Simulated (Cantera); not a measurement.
Charge: 1 mol Si2H6, 3.4 mol O2, 25 mol N2, 0.22 mol O3, at 1.00 bar.

Method: chemical equilibrium by Gibbs-energy minimisation in Cantera with the NASA 1993 tables (ideal gas, pure condensed phases). Candidate condensed phases: H2O, Si, SiO2, Si2N2O, Si3N4; 35 gas species. The feed counts by its element totals alone. The tables hold silica as quartz up to 1696 K and as liquid above; real silica turns to tridymite and cristobalite and melts near 1996 K. Gases not in the tables: Si(OH)4. Rates play no part.

Task: Which condensed phases are stable at each of these points (T (K)): 1575, 1600, 1625, 1650, 1675, 1700, 1725, 1750, 1775, 1800, 1825?

Result: 
```
T (K)  condensed phases  Si condensed (%)
-----  ----------------  ----------------
1575     SiO2(β-quartz)             100.0
1600     SiO2(β-quartz)             100.0
1625     SiO2(β-quartz)             100.0
1650     SiO2(β-quartz)             100.0
1675     SiO2(β-quartz)             100.0
1700    SiO2(condensed)             100.0
1725    SiO2(condensed)             100.0
1750    SiO2(condensed)             100.0
1775    SiO2(condensed)             100.0
1800    SiO2(condensed)             100.0
1825    SiO2(condensed)             100.0
```

From 1575 K to 1675 K the condensed part is SiO2(β-quartz). From 1700 K to 1825 K the condensed part is SiO2(condensed).
